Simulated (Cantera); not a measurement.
Input (Python, Cantera) and output of one run.

```python
import numpy as np
import cantera as ct

gas_names = """
    O2 CO
""".split()
cond_names = """
    Ta(cr) TaC(s) Ta2O5(s)
""".split()


# ... load() reads the species with a 1 bar reference pressure and builds the phases ...
species = {s.name: s for s in load("nasa_gas.yaml", gas_names) + load("nasa_condensed.yaml", cond_names)}
T = 1050
g = {n: (s.thermo.h(T) - T * s.thermo.s(T)) / (ct.gas_constant * T * np.log(10)) for n, s in species.items()}
valid = cond_names  # the entries whose range holds T


def stable(la, lb):
    # potentials (over RT ln 10) of the two non-metals from log10 p(O2) and log10 p(CO) in bar
    mu = {}
    mu["O"] = (g["O2"] + la) / 2
    mu["C"] = (g["CO"] + lb - 1 * mu["O"]) / 1
    cost = {}
    for n in valid:
        c = species[n].composition
        cost[n] = (g[n] - sum(c.get(e, 0) * m for e, m in mu.items())) / c["Ta"]
    return min(cost, key=cost.get)


results = []
for lb in [0, -1.2, -2.4, -3.5, -4.7, -5.9, -7.1, -8.3, -9.5, -10.6, -11.8, -13]:
    row = [stable(la, lb) for la in [-41, -38.8, -36.6, -34.4, -32.2, -29.9, -27.7, -25.5, -23.3, -21.1, -18.9, -16.7, -14.5, -12.3, -10.1, -7.8, -5.6, -3.4, -1.2, 1]]
    results.append(row)
    print(f"{lb:6.1f}  " + " ".join(f"{valid.index(n):x}" for n in row))
print("key: " + ", ".join(f"{i:x} {n}" for i, n in enumerate(valid)))
```

Output:

```
   0.0  1 1 1 1 1 1 1 1 2 2 2 2 2 2 2 2 2 2 2 2
  -1.2  1 1 1 1 1 1 1 1 2 2 2 2 2 2 2 2 2 2 2 2
  -2.4  1 1 1 1 1 1 1 2 2 2 2 2 2 2 2 2 2 2 2 2
  -3.5  1 1 1 1 1 1 1 2 2 2 2 2 2 2 2 2 2 2 2 2
  -4.7  1 1 1 1 1 1 1 2 2 2 2 2 2 2 2 2 2 2 2 2
  -5.9  1 1 1 1 1 1 2 2 2 2 2 2 2 2 2 2 2 2 2 2
  -7.1  1 1 1 1 1 1 2 2 2 2 2 2 2 2 2 2 2 2 2 2
  -8.3  1 1 1 1 1 1 2 2 2 2 2 2 2 2 2 2 2 2 2 2
  -9.5  1 1 1 1 1 1 2 2 2 2 2 2 2 2 2 2 2 2 2 2
 -10.6  1 1 1 1 1 2 2 2 2 2 2 2 2 2 2 2 2 2 2 2
 -11.8  1 1 1 1 1 2 2 2 2 2 2 2 2 2 2 2 2 2 2 2
 -13.0  1 1 1 1 0 2 2 2 2 2 2 2 2 2 2 2 2 2 2 2
key: 0 Ta(cr), 1 TaC(s), 2 Ta2O5(s)
```

Cantera with NASA thermochemical tables; ideal gases at 1 bar, condensed phases pure. TaC: taken at fixed stoichiometry. Not in the tables: Ta2C. Part of the grid cannot be reached: there another gas would pass 10 bar, or a non-metal would condense.
